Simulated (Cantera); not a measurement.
An isothermal, constant-pressure homogeneous reactor starts with 84.7 % CH4, 15.3 % CO2, at 1925 K and 90.0 Torr.

Detailed kinetics in Cantera: GRI-Mech 3.0 (53 species, 325 reactions). GRI-Mech 3.0 stops at C3 and has no aromatics, soot or wall deposition, so with more carbon than oxygen in the feed, carbon stays in small species such as C2H2 where larger ones or solid carbon would form.

x: mole fraction; the columns are a selection and need not sum to one.

```
t (s)        x CH4     x CO2      x OH   x C2H6   x CH2O    x C2H4     x CH3
--------  --------  --------  --------  -------  -------  --------  --------
0.000700     0.401     0.114   3.38e-6  0.00106  5.82e-5    0.0392    0.0166
0.00191        ___       ___       ___      ___      ___       ___       ___
0.00524     0.0664    0.0354   1.21e-5  3.88e-5  5.19e-6   0.00114   0.00341
0.0143      0.0216   0.00537   1.78e-5  5.45e-6  1.42e-6  0.000293   0.00135
0.0392         ___       ___       ___      ___      ___       ___       ___
0.107      0.00686   0.00100   5.92e-6  6.02e-7  1.45e-7  0.000164  0.000462
0.293      0.00285  0.000146   7.90e-7  1.05e-7  1.25e-8  0.000147  0.000192
0.802     0.000787   8.16e-7   4.38e-9  1.04e-8  5.04e-9  0.000144   5.31e-5
2.19      0.000666   4.32e-9  2.39e-11  8.17e-9  5.03e-9  0.000144   4.50e-5
6.00      0.000666   4.32e-9  2.39e-11  8.16e-9  5.03e-9  0.000144   4.50e-5
```

### Question
Some entries are withheld; supply them.

### Answer

- 0.00191, x CH4: 0.175
- 0.00191, x CO2: 0.0763
- 0.00191, x OH: 6.28e-6
- 0.00191, x C2H6: 0.000219
- 0.00191, x CH2O: 1.75e-5
- 0.00191, x C2H4: 0.00666
- 0.00191, x CH3: 0.00773
- 0.0392, x CH4: 0.0107
- 0.0392, x CO2: 0.00198
- 0.0392, x OH: 1.39e-5
- 0.0392, x C2H6: 1.48e-6
- 0.0392, x CH2O: 5.34e-7
- 0.0392, x C2H4: 0.000193
- 0.0392, x CH3: 0.000724
